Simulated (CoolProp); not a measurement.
Saturated liquid density (kg/m³) of water: the reference equation beside estimates from Tc = 373.9 °C, pc = 22.06 MPa, ω = 0.344.

The numbers come from the reference Helmholtz-energy equation of state, Wagner 2002 in CoolProp.

```tsv
T (°C)	reference	van der Waals	Redlich-Kwong	Soave-Redlich-Kwong	Peng-Robinson
194.45	871.1	413.2	596.2	631.4	715.1
200.15	864.5	409.8	590.1	625.5	708.7
205.85	857.7	406.3	583.9	619.5	702.0
211.55	850.8	402.8	577.6	613.4	695.2
217.25	843.7	399.1	571.1	607.0	688.2
223.05	836.3	395.4	564.4	600.4	680.9
228.75	828.8	391.6	557.6	593.7	673.4
234.45	821.1	387.8	550.7	586.8	665.7
240.15	813.2	383.8	543.6	579.7	657.8
```

Absolute difference from the reference over all 9 rows, mean and median: van der Waals 52.7 and 52.7 %, Redlich-Kwong 32.3 and 32.3 %, Soave-Redlich-Kwong 28.1 and 28.1 %, Peng-Robinson 18.5 and 18.4 %.
